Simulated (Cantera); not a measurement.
A freely propagating, adiabatic, planar premixed flame of H₂ : O₂ : N₂ = 1 : 0.588 : 2.21 (molar parts), equivalence ratio 0.85, unburnt at 600 K and 500000 Pa; mixture-averaged transport, grid criteria slope 0.08 and curve 0.16, no radiation.

Model: the H2/O2 subset of GRI-Mech 3.0, which has no nitrogen chemistry, integrated in Cantera. The hydrogen kinetics of GRI-Mech 3.0 are dated; newer H2 mechanisms differ, most at raised pressure. Burning velocities carry a grid error of a few per cent, more on coarse grids.

Task: What does this change do: inlet temperature 600 to 650 K?

Result: 
```tsv
quantity	before	after
laminar burning velocity	565 cm/s	683 cm/s
thermal thickness	0.0579 mm	0.0596 mm
peak x(OH)	0.0172	0.0182
peak x(HO₂)	0.000915	0.000864
peak x(O)	0.00917	0.0100
```

Task: What does this change do: inlet temperature 600 to 450 K?

Result: 
```tsv
quantity	before	after
laminar burning velocity	565 cm/s	292 cm/s
thermal thickness	0.0579 mm	0.0541 mm
peak x(OH)	0.0172	0.0141
peak x(HO₂)	0.000915	0.00102
peak x(O)	0.00917	0.00677
```
